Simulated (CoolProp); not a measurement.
The fluid at 239.23 K and 0.66 MPa flows at 0.21 m/s in a round tube of 25 mm bore and 0.25 µm roughness, fully developed (64/Re and Nu = 3.66 if laminar; Colebrook and Gnielinski if turbulent). The same conditions are run with several fluids, on thermodynamics alone (safety and materials aside).

The numbers come from the reference Helmholtz-energy equation of state of each fluid (n-pentane: Thol 2019; ethanol: Schroeder 2014; R134a: Tillner-Roth 1994; R507A: Lemmon 2003) in CoolProp. Blends and air are pseudo-pure fits.

Task: Rank n-pentane, ethanol, R134a, R507A by Reynolds number, highest first.

Result: R507A (22600), R134a (17200), n-pentane (10900), ethanol (1040)

| fluid | Darcy friction factor | pressure drop (Pa/m) | heat-transfer coefficient (W/(m² K)) | mass flow (kg/h) |
|---|---|---|---|---|
| n-pentane | 0.0302 | 18.1 | 404 | 251 |
| ethanol | 0.0615 | 45.3 | 26.2 | 310 |
| R134a | 0.0269 | 33.2 | 487 | 520 |
| R507A | 0.0252 | 28.4 | 473 | 474 |

Transport values come from each fluid's own correlations; those of n-pentane, R134a are estimates that may be off by 10 % or more.
